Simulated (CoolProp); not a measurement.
R124 at 293.15 K and 0.0702 MPa is compressed adiabatically to 0.538 MPa with isentropic efficiency 0.8. Each further row changes one setting.

The numbers come from the reference Helmholtz-energy equation of state, de Vries 1995 in CoolProp.

| case | work (kJ/kg) | final temperature (K) | final density (kg/m³) |
|---|---|---|---|
| as stated | … | 361.0 | … |
| efficiency 1 | 38.0 | … | 27.5 |
| efficiency 0.65 | 58.5 | … | 25.3 |

### Question
Complete the blanks.

### Answer

- as stated, work (kJ/kg): 47.5
- as stated, final density (kg/m³): 26.4
- efficiency 1, final temperature (K): 349.9
- efficiency 0.65, final temperature (K): 373.8
